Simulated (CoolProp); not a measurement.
Vapour-liquid equilibrium of ethane (1) + propane (2) at 0.602 MPa; x and y are mole fractions of (1).

Model: multi-fluid Helmholtz-energy mixture model, Bücker 2006 and Lemmon 2009; pair parameters Kunz 2012, in CoolProp.

| x | bubble temperature (K) | y at the bubble point | dew temperature at overall composition x (K) | liquid density (mol/L) |
|---|---|---|---|---|
| 0.05 | 276.1 | 0.164 | 279.7 | 11.99 |
| 0.2 | 263.1 | 0.506 | 274.9 | 12.72 |
| 0.35 | 252.9 | 0.706 | 269.5 | 13.41 |
| 0.5 | 244.6 | 0.829 | 263.4 | 14.07 |
| 0.65 | 237.7 | 0.908 | 256.1 | 14.72 |
| 0.8 | 231.9 | 0.959 | 246.8 | 15.37 |
| 0.95 | 227.0 | 0.992 | 233.0 | 16.02 |

No azeotrope shows between x = 0.05 and 0.95.

Pair parameters are fitted to limited data, so mixtures are less certain than the pure fluids.
